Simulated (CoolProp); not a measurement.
Dimethyl carbonate at several states: density (kg/m³) from the reference equation and from simpler models built on Tc = 557.0 K, pc = 4909 kPa, ω = 0.346; each cubic takes its own stable root.

Model: reference Helmholtz-energy equation of state, Zhou 2011, in CoolProp.

```tsv
T (K)	p (kPa)	phase	reference
378.5	7550	liquid	964.0
549.5	438	gas	8.928
466	41.9	gas	0.9792
309.6	141	liquid	1048
552.3	11200	liquid	673.7
293.1	20500	liquid	1087
```

**Question.** How far does each simpler model (van der Waals, Redlich-Kwong, Soave-Redlich-Kwong, Peng-Robinson) lie from the reference over these 6 states: mean and median of the absolute difference, and the worst?

**Answer.** 
- van der Waals: mean 35.3 %, median 35.6 %, worst -99.5 % at 309.6 K and 141 kPa
- Redlich-Kwong: mean 9.4 %, median 13.8 %, worst -14.5 % at 309.6 K and 141 kPa
- Soave-Redlich-Kwong: mean 7.8 %, median 10.7 %, worst -14.0 % at 552.3 K and 11200 kPa
- Peng-Robinson: mean 1.1 %, median 0.5 %, worst -4.2 % at 552.3 K and 11200 kPa

At some of these states van der Waals gives the other phase, because its saturation line lies elsewhere.
